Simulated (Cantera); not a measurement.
A Cantera script and its output.

```python
import numpy as np
import cantera as ct

gas = ct.Solution("gri30.yaml")


def delay(T, t_max=10):
    gas.TPX = T, 100000, {'CH4': 1, 'O2': 3.39, 'N2': 12.7}
    reactor = ct.IdealGasConstPressureReactor(gas, clone=False)
    net = ct.ReactorNet([reactor])
    net.rtol, net.atol = 1e-8, 1e-16
    while net.time < t_max:
        t_old, T_old = net.time, reactor.T
        net.step()
        if reactor.T > T + 400:  # ignition: a rise of 400 K
            return t_old + (T + 400 - T_old) / (reactor.T - T_old) * (net.time - t_old)
    return np.nan


taus = []
for T in [1075, 1150, 1225, 1300, 1375, 1450, 1525]:
    taus.append(delay(T))
    print(f"T0 = {T:6g} K   tau = {taus[-1]:.4e} s")
```

It prints:

```
T0 =   1075 K   tau = 2.3540e-01 s
T0 =   1150 K   tau = 7.2256e-02 s
T0 =   1225 K   tau = 2.4295e-02 s
T0 =   1300 K   tau = 8.9289e-03 s
T0 =   1375 K   tau = 3.5907e-03 s
T0 =   1450 K   tau = 1.5880e-03 s
T0 =   1525 K   tau = 7.7462e-04 s
```

Computed with Cantera and GRI-Mech 3.0 (53 species, 325 reactions).
